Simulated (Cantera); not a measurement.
Feed: 1 mol BF3, 3.1 mol NH3, 11 mol H2, 1.1 mol N2, equilibrated at 1498.15 K and 10000 Pa.

Equilibrium computed with Cantera from the NASA thermochemical tables; the gas is ideal and each condensed phase is pure. Candidate condensed phases: B, BN; 31 gas species. The tables' values for BF2 are old estimates; treat these amounts as uncertain. Equilibrium is a limit: real reactors are often held back by kinetics, nucleation or transport.

Base state: H2 0.799, N2 0.134, BF3 0.0432, HF 0.0229, BHF2 0.00114, BF2 0.000275, H 4.87e-5 (mole fractions); condensed: BN(s).

### Question
What changes in the equilibrium state with this change: temperature from 1498.15 K to 1575 K?

### Answer
| species | before | after |
|---|---|---|
| H2 | 0.799 | 0.797 |
| N2 | 0.134 | 0.134 |
| BF3 | 0.0432 | 0.0420 |
| HF | 0.0229 | 0.0246 |
| BF | 4.83e-6 | 2.51e-5 |
| BF2 | 0.000275 | 0.000707 |
| H | 4.87e-5 | 0.000117 |
| BN(s), mol | 0.138 | 0.143 |
